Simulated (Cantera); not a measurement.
Cantera run:

```python
import numpy as np
import cantera as ct

gas_names = """
    Cu CuO Cu2 N NO NO2 NO3 N2 N2O O O2 O3
""".split()
cond_names = """
    Cu(cr) Cu(L) CuO(s) Cu2O(s) Cu2O(L)
""".split()


# ... load() reads the species with a 1 bar reference pressure and builds the phases ...
atoms = {
    'Cu': {'Cu': 1},
    'O2': {'O': 2},
    'N2': {'N': 2},
}
top_T = {'CuO(s)': 1390}  # K; cautious upper limits of use, not melting points


# ... equilibrate(T, P, feed) seeds the gas with the atoms and calls Mixture.equilibrate('TP', solver="vcs", rtol=1e-11, max_steps=5000) ...
results = []
feed = {'Cu': 1, 'O2': 1.7, 'N2': 3.7}  # mol
T = 1200  # K
for P in [10, 41, 160, 670, 2700, 11000, 45000, 180000, 740000, 3000000]:
    mix = equilibrate(T, P, feed)
    results.append((T, P, feed, dict(zip(mix.species_names, mix.species_moles))))

top = {s: max(r[3][s] / sum(r[3][g] for g in gas_names) for r in results) for s in gas_names}
cols = sorted((s for s in top if top[s] > 1e-05), key=lambda s: -top[s])[:9]
seen = [c for c in cond_names if any(r[3].get(c, 0) > 1e-12 for r in results)]
print("log10 of partial pressures in bar; condensed amounts in mol")
print(f"{'P/Pa':>10s}" + "".join(f"{s[:9]:>10s}" for s in cols + seen))
for T, P, feed, n in results:
    ng = sum(n[g] for g in gas_names)
    print(f"{P:10.4g}" + "".join(f"{np.log10(max(n[s] / ng * P / 1e5, 1e-99)):10.3f}" for s in cols)
          + "".join(f"{n.get(c, 0):10.4g}" for c in seen))
```

Output:

```
log10 of partial pressures in bar; condensed amounts in mol
      P/Pa        N2        O2        NO        Cu       NO2    CuO(s)   Cu2O(s)
        10    -4.144    -4.551    -7.665    -8.541   -11.372         0    0.4999
        41    -3.531    -3.938    -7.052    -8.694   -10.453         0       0.5
       160    -2.940    -3.346    -6.461    -8.842    -9.566         0       0.5
       670    -2.318    -2.725    -5.839    -8.997    -8.633         0       0.5
      2700    -1.712    -2.119    -5.234    -9.149    -7.725         0       0.5
   1.1e+04    -1.081    -1.570    -4.643    -9.291    -6.860         1         0
   4.5e+04    -0.469    -0.958    -4.031    -9.597    -5.942         1         0
   1.8e+05     0.133    -0.356    -3.429    -9.898    -5.039         1         0
   7.4e+05     0.747     0.258    -2.815   -10.205    -4.118         1         0
     3e+06     1.355     0.866    -2.208   -10.509    -3.206         1         0
```

Cantera equilibrium calculation (NASA polynomials, part measured and part estimated; ideal gas, pure solids and liquids).
